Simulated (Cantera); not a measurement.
Feed: 1 mol MgO, 0.93 mol Cl2, equilibrated at 67000 Pa.

Equilibrium computed with Cantera from the NASA thermochemical tables; the gas is ideal and each condensed phase is pure. Candidate condensed phases: Mg, MgCl2, MgO; 11 gas species. Rates play no part.

**Question.** At 1600 °C, list the 6 most abundant gas species with their mole fractions, and the condensed phases.

**Answer.** MgCl2 0.545, O2 0.272, Cl 0.127, Cl2 0.0555, ClO 0.000902, O 0.000151. Condensed: MgO(s).
